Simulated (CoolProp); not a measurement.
The numbers come from the reference Helmholtz-energy equation of state, Beckmüller 2019 in CoolProp.

**Question.** For n-octane, give the phase and the speed of sound (m/s), Joule-Thomson coefficient (K/MPa), viscosity (µPa s), Prandtl number at 346.85 °C and 0.931 MPa; 346.85 °C and 1.86 MPa.

**Answer.** 
- 346.85 °C and 0.931 MPa: gas; speed of sound 194, Joule-Thomson coefficient 6.80, viscosity 11.9, Prandtl number 0.751
- 346.85 °C and 1.86 MPa: gas; speed of sound 170, Joule-Thomson coefficient 8.00, viscosity 12.8, Prandtl number 0.805

Viscosity comes from a separate model (Huber 2004). Thermal conductivity comes from a separate model (Huber 2005).
